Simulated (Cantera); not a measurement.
A perfectly stirred reactor is fed with H2 : O2 = 0.14 : 1 (molar parts), equivalence ratio 0.070, at 0.900 Torr; it is held at 1050 K, and followed from long to short residence time.

Model: the H2/O2 subset of GRI-Mech 3.0, which has no nitrogen chemistry, integrated in Cantera. Radical loss at walls, strong at low pressure, is not modelled. The temperature is held fixed by assumption; the heat of reaction is taken as removed at once.

Q: What does this change do: pressure from 0.900 Torr to 10.00 Torr?

A: 
```
quantity                 before     after
----------------------  -------  --------
x(H2) at τ = 1.30 s     0.00278  0.000562
x(O2) at τ = 1.30 s       0.836     0.867
x(H) at τ = 1.30 s       0.0169  0.000227
x(H2O2) at τ = 1.30 s   1.86e-8   2.37e-7
x(H2O) at τ = 1.30 s      0.114     0.130
x(H2) at τ = 93.0 ms    0.00928   0.00263
x(O2) at τ = 93.0 ms      0.814     0.860
x(H) at τ = 93.0 ms      0.0407   0.00292
x(H2O2) at τ = 93.0 ms  2.06e-8   3.14e-7
x(H2O) at τ = 93.0 ms    0.0915     0.125
```
